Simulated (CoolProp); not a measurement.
Vapour pressure (MPa) of C2F6 (R116): the reference equation beside estimates from Tc = 19.9 °C, pc = 3.048 MPa, ω = 0.257.

The numbers come from the reference Helmholtz-energy equation of state, Lemmon 2006 in CoolProp. It is a short technical equation, of lower accuracy than the large ones.

```tsv
T (°C)	reference	van der Waals	Redlich-Kwong
-41.45	0.5126	1.107	0.6893
-33.85	0.6704	1.284	0.8661
-26.25	0.8616	1.479	1.072
-18.65	1.091	1.691	1.308
-11.05	1.362	1.920	1.577
-3.45	1.682	2.168	1.881
4.15	2.055	2.435	2.221
11.75	2.492	2.721	2.599
```

Absolute difference from the reference over all 8 rows, mean and median: van der Waals 54.0 and 48.0 %, Redlich-Kwong 18.5 and 17.8 %.
